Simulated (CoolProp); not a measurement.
A single-stage vapour-compression cycle with the fluid: evaporating at 198.15 K (dew point), condensing at 266.15 K (bubble point), superheat 2 K, subcooling 0 K, compressor efficiency 0.65, no pressure losses. The same conditions are run with several fluids, on thermodynamics alone (safety and materials aside).

The numbers come from the reference Helmholtz-energy equation of state of each fluid (R143a: Lemmon and Jacobsen 2000; R13: Platzer 1990; ethylene: Smukala 2000; hydrogen chloride: Thol 2018; propylene: Lemmon 2013) in CoolProp. The equations of Platzer and Polt are older, rougher fits.

Task: Rank R143a, R13, ethylene, hydrogen chloride, propylene by cooling COP, highest first.

Result: propylene (1.43), R143a (1.38), hydrogen chloride (1.27), R13 (1.20), ethylene (1.08)

```json
[
 {"fluid": "R143a", "pressure ratio": "22.6", "discharge temperature (K)": "335.9", "refrigerating effect (kJ/kg)": "154", "volumetric capacity (kJ/m³)": "174"},
 {"fluid": "R13", "pressure ratio": "11.7", "discharge temperature (K)": "325.0", "refrigerating effect (kJ/kg)": "78.9", "volumetric capacity (kJ/m³)": "735"},
 {"fluid": "ethylene", "pressure ratio": "8.26", "discharge temperature (K)": "363.8", "refrigerating effect (kJ/kg)": "236", "volumetric capacity (kJ/m³)": "1840"},
 {"fluid": "hydrogen chloride", "pressure ratio": "12.4", "discharge temperature (K)": "512.3", "refrigerating effect (kJ/kg)": "314", "volumetric capacity (kJ/m³)": "1240"},
 {"fluid": "propylene", "pressure ratio": "19.7", "discharge temperature (K)": "357.4", "refrigerating effect (kJ/kg)": "318", "volumetric capacity (kJ/m³)": "195"}
]
```
